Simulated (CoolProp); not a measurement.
Saturated liquid density (kg/m³) of R113: the reference equation beside estimates from Tc = 487.2 K, pc = 3.392 MPa, ω = 0.253. Rackett uses Z = 0.29056 − 0.08775 ω.

The numbers come from the reference Helmholtz-energy equation of state, Marx 1992 in CoolProp.

```json
[
 {"T (K)": "272", "reference": "1624", "Rackett": "1656", "van der Waals": "993.9", "Redlich-Kwong": "1469", "Soave-Redlich-Kwong": "1508", "Peng-Robinson": "1699"},
 {"T (K)": "283.4", "reference": "1598", "Rackett": "1630", "van der Waals": "979.1", "Redlich-Kwong": "1444", "Soave-Redlich-Kwong": "1485", "Peng-Robinson": "1675"},
 {"T (K)": "294.8", "reference": "1571", "Rackett": "1603", "van der Waals": "963.9", "Redlich-Kwong": "1418", "Soave-Redlich-Kwong": "1461", "Peng-Robinson": "1650"},
 {"T (K)": "306.2", "reference": "1544", "Rackett": "1575", "van der Waals": "948.0", "Redlich-Kwong": "1391", "Soave-Redlich-Kwong": "1436", "Peng-Robinson": "1623"},
 {"T (K)": "317.6", "reference": "1516", "Rackett": "1547", "van der Waals": "931.6", "Redlich-Kwong": "1362", "Soave-Redlich-Kwong": "1410", "Peng-Robinson": "1594"},
 {"T (K)": "328.9", "reference": "1488", "Rackett": "1518", "van der Waals": "914.6", "Redlich-Kwong": "1332", "Soave-Redlich-Kwong": "1382", "Peng-Robinson": "1564"},
 {"T (K)": "340.3", "reference": "1459", "Rackett": "1487", "van der Waals": "896.8", "Redlich-Kwong": "1301", "Soave-Redlich-Kwong": "1353", "Peng-Robinson": "1531"},
 {"T (K)": "351.7", "reference": "1428", "Rackett": "1456", "van der Waals": "878.2", "Redlich-Kwong": "1267", "Soave-Redlich-Kwong": "1321", "Peng-Robinson": "1497"},
 {"T (K)": "363.1", "reference": "1397", "Rackett": "1423", "van der Waals": "858.7", "Redlich-Kwong": "1233", "Soave-Redlich-Kwong": "1287", "Peng-Robinson": "1459"}
]
```

Absolute difference from the reference over all 9 rows, mean and median: Rackett 2.0 and 2.0 %, van der Waals 38.6 and 38.5 %, Redlich-Kwong 10.4 and 10.2 %, Soave-Redlich-Kwong 7.2 and 7.1 %, Peng-Robinson 4.9 and 4.9 %.
